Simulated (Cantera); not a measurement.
An adiabatic, constant-pressure homogeneous reactor starts with 25.0 % H2, 14.2 % O2, 53.4 % N2, 7.49 % H2O, at 975 K and 1.01 bar.

Cantera simulation using GRI-Mech 3.0 (53 species, 325 reactions); the numbers are that mechanism's predictions, not measurements.

Problem. Predict: time of steepest temperature rise; temperature at 1.00 s; equilibrium temperature; x(H2) at 1.00 s; x(O2) at 1.00 s; x(H2O) at 1.00 s; x(NO) at 1.00 s; x(N2O) at 1.00 s.

Solution. 
```
Item                                                                 Value
---------------------------------  ---------------------------------------
time of steepest temperature rise                                  23.4 ms
temperature at 1.00 s                                               2509 K
equilibrium temperature                                             2509 K
x(H2) at 1.00 s                      0.0152 (gas-phase equilibrium 0.0152)
x(O2) at 1.00 s                      0.0195 (gas-phase equilibrium 0.0195)
x(H2O) at 1.00 s                       0.341 (gas-phase equilibrium 0.341)
x(NO) at 1.00 s                    0.00623 (gas-phase equilibrium 0.00623)
x(N2O) at 1.00 s                   3.03e-7 (gas-phase equilibrium 3.03e-7)
```
